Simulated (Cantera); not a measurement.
# Adiabatic ignition

An adiabatic, constant-volume homogeneous reactor starts with 15.1 % CO, 4.99 % H₂, 16.8 % O₂, 63.1 % N₂, at 1548 K and 1.00 bar.

Model: GRI-Mech 3.0 (53 species, 325 reactions), integrated in Cantera.

| t (s) | T (K) | P (bar) | x CO | x H₂ | x O₂ | x NO | x CO₂ | x NO₂ |
|---|---|---|---|---|---|---|---|---|
| 1.00e-6 | 1548 | 1.00 | 0.151 | 0.0499 | 0.168 | <1e-12 | 1.01e-7 | <1e-12 |
| 2.96e-6 | 1548 | 1.000 | 0.151 | 0.0499 | 0.168 | <1e-12 | 4.84e-7 | <1e-12 |
| 8.77e-6 | 1548 | 1.00 | 0.151 | 0.0498 | 0.168 | 1.86e-12 | 1.93e-5 | <1e-12 |
| 2.60e-5 | 1701 | 1.09 | 0.122 | 0.00401 | 0.118 | 4.09e-6 | 0.0299 | 1.63e-9 |
| 7.70e-5 | 2246 | 1.40 | 0.0696 | 0.00465 | 0.0913 | 0.000102 | 0.0874 | 3.59e-8 |
| 0.000228 | 2679 | 1.62 | 0.0506 | 0.00275 | 0.0878 | 0.00124 | 0.111 | 6.54e-7 |
| 0.000675 | 2773 | 1.67 | 0.0437 | 0.00228 | 0.0834 | 0.00691 | 0.119 | 3.86e-6 |
| 0.00200 | 2763 | 1.66 | 0.0430 | 0.00226 | 0.0792 | 0.0158 | 0.120 | 8.64e-6 |
| 0.00592 | 2759 | 1.66 | 0.0428 | 0.00225 | 0.0775 | 0.0194 | 0.120 | 1.05e-5 |
| 0.0175 | 2759 | 1.66 | 0.0428 | 0.00225 | 0.0774 | 0.0195 | 0.120 | 1.06e-5 |
| 0.0520 | 2759 | 1.66 | 0.0428 | 0.00225 | 0.0774 | 0.0195 | 0.120 | 1.06e-5 |
| 0.154 | 2759 | 1.66 | 0.0428 | 0.00225 | 0.0774 | 0.0195 | 0.120 | 1.06e-5 |
| 0.456 | 2759 | 1.66 | 0.0428 | 0.00225 | 0.0774 | 0.0195 | 0.120 | 1.06e-5 |
| 1.35 | 2759 | 1.66 | 0.0428 | 0.00225 | 0.0774 | 0.0195 | 0.120 | 1.06e-5 |
| 4.00 | 2759 | 1.66 | 0.0428 | 0.00225 | 0.0774 | 0.0195 | 0.120 | 1.06e-5 |
x: mole fraction; the columns are a selection and need not sum to one.

```json
{
 "time_of_steepest_temperature_rise": "21.1 µs",
 "temperature at 4.00 s": "2759 K",
 "equilibrium_temperature": "2759 K",
 "x(CO) at 4.00 s": "0.0428 (gas-phase equilibrium 0.0428)",
 "x(H₂) at 4.00 s": "0.00225 (gas-phase equilibrium 0.00225)",
 "x(O₂) at 4.00 s": "0.0774 (gas-phase equilibrium 0.0774)"
}
```
